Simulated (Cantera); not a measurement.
Reactions in the system C-Cu-F

Standard-state values (1 bar) from the NASA 1993 polynomials, evaluated with Cantera. Values are per mole of reaction as written; species without (g) are pure solids or liquids, kept so even where they would boil at 1 bar.

Cu + CF2(g) ⇌ C + CuF2

```tsv
T (K)	ΔH° (kJ)	ΔS° (J/K)	ΔG° (kJ)	log10 K	condensed phases
1275	-276.2	-107.4	-139.3	5.71	Cu(s), C(graphite), CuF2(l)
1300	-275.3	-106.7	-136.6	5.49	Cu(s), C(graphite), CuF2(l)
1325	-274.4	-106.0	-134.0	5.28	Cu(s), C(graphite), CuF2(l)
1350	-273.6	-105.4	-131.3	5.08	Cu(s), C(graphite), CuF2(l)
1375	-285.8	-114.4	-128.5	4.88	Cu(l), C(graphite), CuF2(l)
1400	-284.9	-113.8	-125.7	4.69	Cu(l), C(graphite), CuF2(l)
```
